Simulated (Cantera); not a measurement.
A closed system holds: 1 mol AlN, 0.6 mol Cl2, 1.5 mol O2, 2.3 mol H2O, equilibrated at 1250 °C and 0.470 bar.

Equilibrium computed with Cantera from the NASA thermochemical tables; the gas is ideal and each condensed phase is pure. Candidate condensed phases: Al, AlCl3, AlN, Al2O3, H2O, NH4Cl; 45 gas species. Gases not in the tables: Al(OH)3. Rates play no part.

Base state: H2O 0.386, HCl 0.262, O2 0.234, N2 0.112, Cl 0.00411, Cl2 0.00171, NO 0.000544, OH 0.000232 (mole fractions); condensed: Al2O3(s).

What changes in the equilibrium state with this change: AlN replaced by B?


| species | before | after |
|---|---|---|
| H2O | 0.386 | 0.414 |
| HCl | 0.262 | 0.291 |
| O2 | 0.234 | 0.260 |
| N2 | 0.112 | 0 |
| HBO2 | 0 | 0.0278 |
| (HBO2)3 | 0 | 0.000797 |
| NO | 0.000544 | 0 |
| B2O3 | 0 | 7.36e-5 |
| BO2 | 0 | 2.05e-5 |
| Al2O3(s), mol | 0.500 | 0 |
| B2O3(l), mol | 0 | 0.439 |
The tables' values for BOCl are old estimates; treat these amounts as uncertain. Gases not in the tables: H3BO3. Further candidate phases: B, B2O3, B3O3H3.
